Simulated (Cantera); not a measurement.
Input: 1 mol Fe, 0.15 mol HCl, a varied amount of H2, held at 998 K and 1 atm.

Cantera equilibrium calculation (NASA polynomials, part measured and part estimated; ideal gas, pure solids and liquids). Candidate condensed phases: Fe, FeCl2, FeCl3; 11 gas species. Equilibrium is a limit: real reactors are often held back by kinetics, nucleation or transport.

Q: At 0.11 mol H2, list the 4 most abundant gas species with their mole fractions, and the condensed phases.

A: H2 0.698, HCl 0.278, FeCl2 0.0193, Fe2Cl4 0.00444. Condensed: Fe(α) + FeCl2(l).
